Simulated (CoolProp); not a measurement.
Vapour-liquid equilibrium of cyclohexane (1) + m-xylene (2) at 496.7 K; x and y are mole fractions of (1).

The numbers come from the multi-fluid Helmholtz-energy mixture model, Zhou 2014 and Zhou 2012; pair parameters Bell 2016 in CoolProp.

```
x      bubble pressure (bar)  y at the bubble point  dew pressure at overall composition x (bar)  liquid density (mol/L)
-----  ---------------------  ---------------------  -------------------------------------------  ----------------------
0.05                   7.040                  0.127                                        6.599                   6.240
0.125                  8.075                  0.278                                        7.026                   6.258
0.2                    9.091                  0.396                                        7.507                   6.275
0.275                  10.09                  0.490                                        8.051                   6.291
0.35                   11.06                  0.569                                        8.671                   6.306
0.425                  12.02                  0.636                                        9.381                   6.319
0.5                    12.96                  0.695                                        10.20                   6.331
0.575                  13.89                  0.748                                        11.14                   6.342
0.65                   14.81                  0.797                                        12.23                   6.351
0.725                  15.73                  0.842                                        13.47                   6.360
0.8                    16.66                  0.886                                        14.88                   6.368
0.875                  17.60                  0.929                                        16.42                   6.375
0.95                   18.56                  0.971                                        18.08                   6.383
```

No azeotrope shows between x = 0.05 and 0.95.

The pair parameters rest on a limited set of measurements; away from them the model extrapolates.
